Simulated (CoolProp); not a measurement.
Vapour-liquid equilibrium of R22 (1) + n-hexane (2) at 283.5 K; x and y are mole fractions of (1).

The numbers come from the multi-fluid Helmholtz-energy mixture model, Kamei 1995 and Thol 2019; pair parameters Bell 2016 in CoolProp.

```json
[
 {"x": "0.05", "bubble pressure, mixture model (MPa)": "0.06207", "bubble pressure, Raoult's law (MPa)": "0.04416", "y, mixture model": "0.838", "y, Raoult's law": "0.779"},
 {"x": "0.15", "bubble pressure, mixture model (MPa)": "0.1600", "bubble pressure, Raoult's law (MPa)": "0.1119", "y, mixture model": "0.940", "y, Raoult's law": "0.922"},
 {"x": "0.25", "bubble pressure, mixture model (MPa)": "0.2463", "bubble pressure, Raoult's law (MPa)": "0.1797", "y, mixture model": "0.963", "y, Raoult's law": "0.957"},
 {"x": "0.35", "bubble pressure, mixture model (MPa)": "0.3195", "bubble pressure, Raoult's law (MPa)": "0.2475", "y, mixture model": "0.974", "y, Raoult's law": "0.973"},
 {"x": "0.45", "bubble pressure, mixture model (MPa)": "0.3810", "bubble pressure, Raoult's law (MPa)": "0.3153", "y, mixture model": "0.979", "y, Raoult's law": "0.982"},
 {"x": "0.55", "bubble pressure, mixture model (MPa)": "0.4342", "bubble pressure, Raoult's law (MPa)": "0.3831", "y, mixture model": "0.984", "y, Raoult's law": "0.988"},
 {"x": "0.65", "bubble pressure, mixture model (MPa)": "0.4834", "bubble pressure, Raoult's law (MPa)": "0.4509", "y, mixture model": "0.987", "y, Raoult's law": "0.992"},
 {"x": "0.75", "bubble pressure, mixture model (MPa)": "0.5330", "bubble pressure, Raoult's law (MPa)": "0.5187", "y, mixture model": "0.990", "y, Raoult's law": "0.995"},
 {"x": "0.85", "bubble pressure, mixture model (MPa)": "0.5876", "bubble pressure, Raoult's law (MPa)": "0.5865", "y, mixture model": "0.994", "y, Raoult's law": "0.997"},
 {"x": "0.95", "bubble pressure, mixture model (MPa)": "0.6514", "bubble pressure, Raoult's law (MPa)": "0.6543", "y, mixture model": "0.998", "y, Raoult's law": "0.999"}
]
```

The largest gap from Raoult's law is +43.0 % in bubble pressure, at x = 0.15. No azeotrope shows between x = 0.05 and 0.95.

Pair parameters are fitted to limited data, so mixtures are less certain than the pure fluids. The gap from Raoult's law changes sign with composition, which may be real or a fault of the pair parameters; it wasn't checked against measurements.
